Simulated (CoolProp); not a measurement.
Properties of carbonyl sulfide along the isobar 5.66 MPa (Tc = 378.8 K, pc = 6.369 MPa, ω = 0.098).

Values from CoolProp's reference Helmholtz-energy equation of state, Lemmon 2006. It is a short technical equation, of lower accuracy than the large ones.

| T (K) | phase | density (kg/m³) | cv (kJ/(kg K)) | isothermal compressibility (1/MPa) | expansivity (1/kK) |
|---|---|---|---|---|---|
| 290.6 | liquid | 1028 | 0.7059 | 0.003149 | 2.559 |
| 309.3 | liquid | 975.7 | 0.7100 | 0.004493 | 3.047 |
| 327.9 | liquid | 915.7 | 0.7167 | 0.006995 | 3.850 |
| 346.5 | liquid | 841.4 | 0.7285 | 0.01295 | 5.486 |
| 365.1 | liquid | 729.5 | 0.7607 | 0.04187 | 11.80 |
| 383.8 | gas | 179.1 | 0.7510 | 0.3843 | 14.30 |
| 402.4 | gas | 147.5 | 0.7120 | 0.2838 | 8.019 |
| 421 | gas | 129.9 | 0.6994 | 0.2486 | 5.898 |
| 439.6 | gas | 117.8 | 0.6954 | 0.2298 | 4.777 |
| 458.2 | gas | 108.5 | 0.6953 | 0.2179 | 4.069 |
| 476.9 | gas | 101.1 | 0.6973 | 0.2097 | 3.571 |
| 495.5 | gas | 94.90 | 0.7006 | 0.2037 | 3.203 |
| 514.1 | gas | 89.66 | 0.7046 | 0.1991 | 2.917 |
